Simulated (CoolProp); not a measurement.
Hexamethyldisiloxane (MM) along the isotherm 346.85 °C: density (kg/m³) from the reference equation and from simpler models built on Tc = 245.6 °C, pc = 1.931 MPa, ω = 0.418; each cubic takes its own stable root.

Model: reference Helmholtz-energy equation of state, Thol 2016, in CoolProp.

```csv
p (MPa),phase,reference
0.302,gas,9.800
0.603,gas,20.18
0.905,gas,31.29
1.21,gas,43.27
1.51,gas,55.85
1.81,gas,69.29
2.11,supercritical,83.61
2.41,supercritical,98.87
2.72,supercritical,115.6
3.02,supercritical,132.9
3.32,supercritical,151.1
3.62,supercritical,170.3
3.92,supercritical,190.2
4.22,supercritical,210.6
4.53,supercritical,231.5
4.83,supercritical,251.2
```

Task: How far does each simpler model (Redlich-Kwong, Soave-Redlich-Kwong) lie from the reference over these 16 states: mean and median of the absolute difference, and the worst?

Result: 
- Redlich-Kwong: mean 6.7 %, median 7.2 %, worst +13.0 % at 346.85 °C and 3.92 MPa
- Soave-Redlich-Kwong: mean 3.4 %, median 2.7 %, worst -8.8 % at 346.85 °C and 4.83 MPa
